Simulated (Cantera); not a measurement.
**Nitride etching: Si₃N₄ + HF + N₂ + H₂**

Charge: 1 mol Si₃N₄, 2.1 mol HF, 7.7 mol N₂, 700 mol H₂, held at 1502 °C.

These are equilibrium values from Cantera (NASA tables, ideal gas, pure condensed phases), not measurements of a reactor. Candidate condensed phases: Si, Si₃N₄; 37 gas species. The tables' values for SiF₂, SiF, SiF₃ are old estimates; treat these amounts as uncertain. Gases not in the tables: Si₂H₆ and higher silanes. Equilibrium is a limit: real reactors are often held back by kinetics, nucleation or transport.

From 1.00e-5 bar to 0.000270 bar nothing is condensed. From 0.00140 bar to 0.190 bar the condensed part is Si(l). At 1.00 bar the condensed part is Si₃N₄(s).

| P (Pa) | x H₂ | x H | x N₂ | x Si | x HF | n Si(l) | n Si₃N₄(s) |
|---|---|---|---|---|---|---|---|
| 1 | 0.894 | 0.0865 | 0.0130 | 0.00393 | 0.00272 | 0 | 0 |
| 5.20 | 0.941 | 0.0389 | 0.0133 | 0.00388 | 0.00258 | 0 | 0 |
| 27 | 0.963 | 0.0173 | 0.0135 | 0.00357 | 0.00211 | 0 | 0 |
| 140 | 0.975 | 0.00764 | 0.0135 | 0.00157 | 0.00177 | 1.32 | 0 |
| 720 | 0.980 | 0.00338 | 0.0136 | 0.000305 | 0.00179 | 2.31 | 0 |
| 3700 | 0.982 | 0.00149 | 0.0136 | 5.93e-5 | 0.00176 | 2.52 | 0 |
| 19000 | 0.983 | 0.000658 | 0.0136 | 1.16e-5 | 0.00164 | 2.55 | 0 |
| 100000 | 0.986 | 0.000287 | 0.0112 | 1.42e-6 | 0.00160 | 0 | 0.866 |
x: gas mole fraction; n: condensed amount in mol.
